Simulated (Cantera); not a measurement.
What does this Cantera script print?

```python
import numpy as np
import cantera as ct

gas_names = """
    CL CLO CL2 H HCL HOCL HO2 H2 H2O H2O2 O OH O2 O3
""".split()
cond_names = """
    H2O(s) H2O(L)
""".split()


def load(file, names, dense=False):
    # The tables refer to 1 bar. Condensed volumes are neglected.
    table = {s.name: s for s in ct.Species.list_from_file(file)}
    out = []
    for n in names:
        d = dict(table[n].input_data)
        d["thermo"] = dict(d["thermo"], **{"reference-pressure": 1e5})
        if dense:
            d["equation-of-state"] = {"model": "constant-volume", "density": "1e6 g/cm^3"}
        out.append(ct.Species.from_dict(d))
    return out


gas = ct.Solution(thermo="ideal-gas", species=load("nasa_gas.yaml", gas_names))
cond = {s.name: ct.Solution(thermo="fixed-stoichiometry", species=[s], name=s.name)
        for s in load("nasa_condensed.yaml", cond_names, dense=True)}
atoms = {
    'HCl': {'H': 1, 'CL': 1},
    'O2': {'O': 2},
}
top_T = {}  # K; cautious upper limits of use, not melting points


def equilibrate(T, P, feed):
    n = {}
    for name, mol in feed.items():
        for a, k in atoms[name].items():
            n[a] = n.get(a, 0.0) + k * mol
    gas.TPX = T, P, n
    mass = sum(n.values()) * gas.mean_molecular_weight
    gas.equilibrate("TP")
    valid = [c for c in cond.values() if c.min_temp <= T <= top_T.get(c.name, c.max_temp)]
    mix = ct.Mixture([(gas, mass / gas.mean_molecular_weight)] + [(c, 0.0) for c in valid])
    mix.T, mix.P = T, P
    mix.equilibrate("TP", solver="vcs", rtol=1e-11, max_steps=5000)
    return mix


results = []
feed = {'HCl': 1, 'O2': 3.4}  # mol
P = 14  # Pa
for T in [1098, 1298, 1498, 1698, 1898, 2098, 2298, 2498, 2698]:
    mix = equilibrate(T, P, feed)
    results.append((T, P, feed, dict(zip(mix.species_names, mix.species_moles))))
    x = sorted(zip(gas.X, gas.species_names), reverse=True)
    print(f"T = {T:g} K  P = {P:g} Pa  gas = {mix.phase_moles(0):.4g} mol")
    print("   x: " + "  ".join(f"{s} {v:.3e}" for v, s in x if v > 1e-06))
    print("   condensed (mol): " + ("  ".join(f"{mix.phase(i).name} {mix.phase_moles(i):.4g}"
          for i in range(1, mix.n_phases) if mix.phase_moles(i) > 1e-12) or "none"))
```

Result:

```
T = 1098 K  P = 14 Pa  gas = 4.397 mol
   x: O2 7.675e-01  HCL 2.040e-01  H2O 1.170e-02  CL 1.016e-02  CL2 6.616e-03  CLO 5.134e-06  OH 2.862e-06
   condensed (mol): none
T = 1298 K  P = 14 Pa  gas = 4.437 mol
   x: O2 7.566e-01  HCL 1.868e-01  CL 3.608e-02  H2O 1.924e-02  CL2 1.227e-03  OH 5.698e-05  O 1.254e-05  CLO 1.226e-05
   condensed (mol): none
T = 1498 K  P = 14 Pa  gas = 4.48 mol
   x: O2 7.409e-01  HCL 1.522e-01  CL 7.061e-02  H2O 3.523e-02  OH 5.749e-04  O 2.871e-04  CL2 2.101e-04  CLO 1.773e-05  H2 6.371e-06  H 3.666e-06
   condensed (mol): none
T = 1698 K  P = 14 Pa  gas = 4.533 mol
   x: O2 7.210e-01  HCL 1.135e-01  CL 1.071e-01  H2O 5.180e-02  OH 3.231e-03  O 3.141e-03  H 1.231e-04  H2 1.015e-04  CL2 4.441e-05  CLO 2.112e-05
   condensed (mol): none
T = 1898 K  P = 14 Pa  gas = 4.629 mol
   x: O2 6.877e-01  CL 1.378e-01  HCL 7.819e-02  H2O 6.133e-02  O 2.056e-02  OH 1.171e-02  H 1.869e-03  H2 8.006e-04  CLO 2.211e-05  CL2 1.110e-05
   condensed (mol): none
T = 2098 K  P = 14 Pa  gas = 4.912 mol
   x: O2 6.064e-01  CL 1.562e-01  O 9.024e-02  H2O 5.308e-02  HCL 4.736e-02  OH 2.823e-02  H 1.509e-02  H2 3.368e-03  CLO 2.024e-05  CL2 3.070e-06
   condensed (mol): none
T = 2298 K  P = 14 Pa  gas = 5.734 mol
   x: O2 4.277e-01  O 2.713e-01  CL 1.542e-01  H 6.161e-02  OH 3.736e-02  H2O 2.185e-02  HCL 2.014e-02  H2 5.793e-03  CLO 1.479e-05
   condensed (mol): none
T = 2498 K  P = 14 Pa  gas = 7.178 mol
   x: O 5.356e-01  O2 1.951e-01  CL 1.348e-01  H 1.058e-01  OH 1.941e-02  HCL 4.548e-03  H2 2.525e-03  H2O 2.240e-03  CLO 7.834e-06
   condensed (mol): none
T = 2698 K  P = 14 Pa  gas = 8.29 mol
   x: O 7.059e-01  CL 1.198e-01  H 1.129e-01  O2 5.440e-02  OH 5.504e-03  HCL 8.563e-04  H2 5.615e-04  H2O 1.071e-04  CLO 3.348e-06
   condensed (mol): none
```

Method: chemical equilibrium by Gibbs-energy minimisation in Cantera with the NASA 1993 tables (ideal gas, pure condensed phases).
